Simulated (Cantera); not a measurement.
Feed: 1 mol Si, 0.8 mol HCl, 1.1 mol H2, at 1348.15 K and 750 Torr.

These are equilibrium values from Cantera (NASA tables, ideal gas, pure condensed phases), not measurements of a reactor. Candidate condensed phases: Si; 19 gas species. The tables' values for SiCl3 are old estimates; treat these amounts as uncertain. Equilibrium is a limit: real reactors are often held back by kinetics, nucleation or transport.

Base state: H2 0.802, HCl 0.0801, SiCl4 0.0497, SiHCl3 0.0283, SiCl2 0.0225, SiCl3 0.0149, SiH2Cl2 0.00234, SiH3Cl 5.52e-5 (mole fractions); condensed: Si(s).

Task: What changes in the equilibrium state with this change: H2 from 1.1 to 18 mol?

Result: 
| species | before | after |
|---|---|---|
| H2 | 0.802 | 0.965 |
| HCl | 0.0801 | 0.0294 |
| SiCl2 | 0.0225 | 0.00251 |
| SiCl4 | 0.0497 | 0.000620 |
| SiCl3 | 0.0149 | 0.000556 |
| SiHCl3 | 0.0283 | 0.00116 |
| SiH2Cl2 | 0.00234 | 0.000315 |
| SiH3Cl | 5.52e-5 | 2.43e-5 |
| Si(s), mol | 0.794 | 0.903 |
